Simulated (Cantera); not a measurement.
A diamond (100) surface in a fixed gas of H2 with x(CH4) = 0.024, x(H) = 0.011, at 1200 K, 8.25 Torr; coverages are run to steady state.

Model: the Harris–Goodwin 1993 mechanism for the reconstructed diamond (100) surface, integrated in Cantera.

θ: site fractions in the mechanism's names (c6HH fully hydrogenated, c6H* and c6*H radical sites, c6** diradical, c6HM methylated).

| x(CH3) | growth (µm/h) | θ c6HH | θ c6H* | θ c6*H | θ c6** | θ c6HM |
|---|---|---|---|---|---|---|
| 1e-06 | 0.00255 | 0.439 | 0.0384 | 0.492 | 0.0304 | 3.63e-6 |
| 2.9e-06 | 0.00740 | 0.439 | 0.0384 | 0.492 | 0.0304 | 1.05e-5 |
| 8.3e-06 | 0.0212 | 0.439 | 0.0384 | 0.492 | 0.0304 | 3.02e-5 |
| 2.4e-05 | 0.0612 | 0.439 | 0.0384 | 0.492 | 0.0304 | 8.72e-5 |
| 7e-05 | 0.178 | 0.439 | 0.0384 | 0.492 | 0.0303 | 0.000254 |
| 0.0002 | 0.509 | 0.439 | 0.0384 | 0.491 | 0.0302 | 0.000724 |
| 0.00058 | (withheld) | 0.438 | 0.0383 | 0.490 | 0.0299 | (withheld) |
| 0.0017 | (withheld) | 0.435 | 0.0380 | 0.486 | 0.0290 | (withheld) |
| 0.0048 | 11.2 | 0.428 | 0.0373 | 0.477 | 0.0267 | 0.0163 |

Some entries are withheld; supply them.


- 0.00058, growth (µm/h): 1.46
- 0.00058, θ c6HM: 0.00209
- 0.0017, growth (µm/h): 4.20
- 0.0017, θ c6HM: 0.00602
